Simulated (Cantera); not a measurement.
## Hydrogen reduction and annealing atmospheres: Fe3O4 + H2 + H2O

Charge: 1 mol Fe3O4, 31 mol H2, 0.041 mol H2O, equilibrated at 1 atm.

These are equilibrium values from Cantera (NASA tables, ideal gas, pure condensed phases), not measurements of a reactor. Candidate condensed phases: Fe, FeO, Fe(OH)2, Fe(OH)3, Fe2O3, Fe3O4, H2O; 12 gas species. Rates play no part.

From 1423 K to 1623 K the condensed part is Fe(γ). At 1723 K the condensed part is Fe(δ). From 1823 K to 2123 K the condensed part is Fe(l). The main Fe-bearing gas is Fe(OH)2 at 1423 K and Fe at 2123 K.

```tsv
T (K)	log p H2	log p H2O	log p H	log p Fe	log p OH	log p Fe(OH)2	log p FeO	n Fe(γ)	n Fe(δ)	n Fe(l)
1423	-0.05	-0.88	-5.21	-7.57	-7.69	-6.44	-10.95	3.00	0	0
1523	-0.05	-0.88	-4.66	-6.61	-7.00	-6.05	-9.80	3.00	0	0
1623	-0.05	-0.88	-4.19	-5.78	-6.39	-5.71	-8.79	3.00	0	0
1723	-0.05	-0.88	-3.77	-5.04	-5.85	-5.41	-7.90	0	3.00	0
1823	-0.06	-0.88	-3.39	-4.39	-5.37	-5.15	-7.12	0	0	3.00
1923	-0.06	-0.88	-3.05	-3.83	-4.94	-4.93	-6.44	0	0	3.00
2023	-0.06	-0.88	-2.75	-3.33	-4.56	-4.74	-5.83	0	0	2.98
2123	-0.06	-0.88	-2.47	-2.88	-4.21	-4.56	-5.28	0	0	2.96
```
log p: log10 of the partial pressure in bar; n: condensed amount in mol.
